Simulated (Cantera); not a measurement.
# Roasting and sulfation: FeS₂ + SO₂ + H₂O

Feed: 1 mol FeS₂, 3.9 mol SO₂, 2.1 mol H₂O, at 12.0 bar.

Cantera equilibrium calculation (NASA polynomials, part measured and part estimated; ideal gas, pure solids and liquids). Candidate condensed phases: Fe, FeO, Fe(OH)₂, Fe(OH)₃, FeS, FeSO₄, FeS₂, Fe₂O₃, Fe₂(SO₄)₃, Fe₃O₄, H₂O, H₂SO₄, S; 22 gas species. FeS: taken at fixed stoichiometry. Gases not in the tables: S₃ to S₇. Equilibrium is a limit: real reactors are often held back by kinetics, nucleation or transport.

```csv
T (K),log p SO₂,log p H₂O,log p S₂,log p H₂S,log p S₂O,n FeSO₄(s),n FeS₂(s),n Fe₃O₄(s),n FeS(s),n FeS(l)
723,0.89,0.62,-3.07,-2.04,-3.01,0.00279,0.997,0,0,0
823,0.89,0.62,-2.14,-1.56,-2.35,0,0.988,0.00392,0,0
923,0.89,0.61,-1.25,-1.06,-1.71,0,0.948,0.0173,0,0
1023,0.87,0.55,-0.23,-0.47,-0.97,0,0,0,1.00,0
1123,0.87,0.56,-0.20,-0.54,-0.97,0,0,0,1.00,0
1223,0.86,0.56,-0.18,-0.61,-0.97,0,0,0,1.00,0
1323,0.86,0.56,-0.17,-0.67,-0.98,0,0,0,1.000,0
1423,0.86,0.56,-0.16,-0.72,-0.98,0,0,0,1.000,0
1523,0.86,0.56,-0.16,-0.77,-0.99,0,0,0,0,1.000
1623,0.86,0.56,-0.16,-0.82,-1.00,0,0,0,0,1.000
```
log p: log10 of the partial pressure in bar; n: condensed amount in mol.

At 723 K the condensed part is FeSO₄(s) + FeS₂(s). From 823 K to 923 K the condensed part is FeS₂(s) + Fe₃O₄(s). From 1023 K to 1423 K the condensed part is FeS(s). From 1523 K to 1623 K the condensed part is FeS(l).
